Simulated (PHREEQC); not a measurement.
Consider water at 5.5 °C with 0.056 mol/kgw H2SO4, 0.0023 mol/kgw AlCl3 and 0.015 mol/kgw MnSO4. Closed to the air; pH follows from the charge balance.

Equilibrium calculation in PHREEQC: ion-association model, phreeqc.dat.

### Question
The ionic strength comes out as 0.131 mol/kgw. What activity coefficients do MnCl+, SO4-2, Cl-, AlHSO4+2, HSO4- get?

### Answer
MnCl+ 0.77, SO4-2 0.35, Cl- 0.75, AlHSO4+2 0.36, HSO4- 0.77.

This is a speciation only: nothing precipitates in the calculation. At this temperature some constants are extrapolated from 25 °C, and those without enthalpy data are left unchanged.
